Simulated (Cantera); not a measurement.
A freely propagating, adiabatic, planar premixed flame of CH4 : O2 : N2 : H2O = 1 : 2.33 : 8.14 : 2.4 (molar parts), unburnt at 550 K and 3.70 bar; mixture-averaged transport, grid criteria slope 0.08 and curve 0.16, no radiation.

Computed with Cantera and GRI-Mech 3.0 (53 species, 325 reactions). Burning velocities carry a grid error of a few per cent, more on coarse grids.

Task: Predict: laminar burning velocity; thermal thickness; peak x(H2); peak x(OH).

Result: 
| Quantity | Value |
|---|---|
| laminar burning velocity | 27.7 cm/s |
| thermal thickness | 0.270 mm |
| peak x(H2) | 0.00727 |
| peak x(OH) | 0.00428 |
